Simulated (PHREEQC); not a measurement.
PHREEQC input (ion-association model, phreeqc.dat):

```
SOLUTION_SPECIES
  CO3-2 + 10 H+ + 8 e- = CH4 + 3 H2O  # shut off: no methane
    -log_k -100
    -delta_h 0
    -analytic -100
SOLUTION 1
  temp 25
  units mol/kgw
  pH 7 charge
  C(4) 0.036
  K 0.232
END
SELECTED_OUTPUT 1
  -reset false
  -pH true
  -pe true
  -ionic_strength true
  -water true
  -totals C K C(-4) C(4) Oxg
  -molalities H+ K+ CO3-2 OH- HCO3- CO2 (CO2)2
USER_PUNCH 1
  -headings p_Oxg(g) phi_Oxg(g) p_H2O(g) phi_H2O(g) density
  10 PUNCH PR_P("Oxg(g)"), PR_PHI("Oxg(g)"), PR_P("H2O(g)"), PR_PHI("H2O(g)"), RHO
PRINT
  -reset false
USE solution 1
REACTION_TEMPERATURE 1
  10
GAS_PHASE 1
  -fixed_pressure
  -pressure 2
  -temperature 10
  -volume 20
  Oxg(g) 2
  H2O(g) 0
END
# ... the last block is repeated for the other 9 points of P (atm)
```

Selected output (columns that matter, 10 of 10 rows; P (atm) added in front):

```
P (atm)	pH	mu	C	K	Oxg	m_K+	m_CO3-2	m_OH-	p_Oxg(g)	phi_Oxg(g)	p_H2O(g)	phi_H2O(g)	density
2	13.576	0.26804	0.036007	0.23204	0.0031928	0.23204	0.035995	0.16004	1.9876	0.9977	0.012439	0.98128	1.0125
5	13.575	0.26804	0.036007	0.23205	0.007954	0.23205	0.035996	0.16004	4.9872	0.99428	0.012822	0.95414	1.0127
10	13.573	0.26804	0.036008	0.23205	0.015739	0.23205	0.035996	0.16005	9.9865	0.98867	0.013486	0.91052	1.0129
20	13.569	0.26805	0.036009	0.23205	0.030764	0.23205	0.035997	0.16005	19.985	0.97775	0.014922	0.82912	1.0134
30	13.565	0.26806	0.03601	0.23206	0.045095	0.23206	0.035998	0.16005	29.983	0.96725	0.01651	0.75501	1.0139
40	13.562	0.26807	0.036011	0.23207	0.058768	0.23207	0.035999	0.16006	39.982	0.95715	0.018264	0.68764	1.0144
50	13.558	0.26808	0.036012	0.23208	0.071822	0.23208	0.036	0.16006	49.98	0.94745	0.020198	0.62647	1.0149
75	13.548	0.2681	0.036016	0.2321	0.10197	0.2321	0.036004	0.16008	74.974	0.92497	0.025914	0.49752	1.0162
100	13.539	0.26814	0.03602	0.23213	0.12895	0.23213	0.036009	0.1601	99.967	0.90492	0.033067	0.39729	1.0174
150	13.521	0.26823	0.036032	0.23221	0.17514	0.23221	0.036021	0.16016	149.95	0.87179	0.052473	0.25994	1.0198
```

Complexes and solids missing from the database can't appear. Constants without temperature data keep their 25 °C values here.
